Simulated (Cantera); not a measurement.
A perfectly stirred reactor is fed with H2 : O2 = 0.027 : 1 (molar parts), equivalence ratio 0.013, at 2.48 Torr; it is held at 1075 K, and followed from long to short residence time.

Detailed kinetics in Cantera: GRI-Mech 3.0 (53 species, 325 reactions). Radical loss at walls, strong at low pressure, is not modelled.

What does this change do: pressure from 2.48 Torr to 24.8 Torr?


| quantity | before | after |
|---|---|---|
| x(H2) at τ = 0.380 s | 0.000547 | 0.000238 |
| x(O2) at τ = 0.380 s | 0.960 | 0.972 |
| x(O) at τ = 0.380 s | 0.0117 | 0.000998 |
| x(H2O2) at τ = 0.380 s | 1.64e-8 | 1.25e-7 |
| x(HO2) at τ = 0.380 s | 8.14e-7 | 2.86e-6 |
| x(H2) at τ = 20.0 ms | 0.00437 | 0.00124 |
| x(O2) at τ = 20.0 ms | 0.958 | 0.968 |
| x(O) at τ = 20.0 ms | 0.0126 | 0.00473 |
| x(H2O2) at τ = 20.0 ms | 4.09e-8 | 2.49e-7 |
| x(HO2) at τ = 20.0 ms | 1.05e-6 | 7.02e-6 |
